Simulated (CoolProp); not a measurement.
Isobutane at 293.15 K and 3.92 MPa is throttled through a valve to 2.62 MPa with no heat exchange. Each further row changes one setting.

The numbers come from the reference Helmholtz-energy equation of state, Bücker 2006 in CoolProp.

| case | temperature change (K) | final density (kg/m³) |
|---|---|---|
| as stated | +0.4 | 561 |
| outlet pressure 0.786 MPa | +0.9 | 557 |
| outlet pressure 3.41 MPa | +0.2 | 563 |
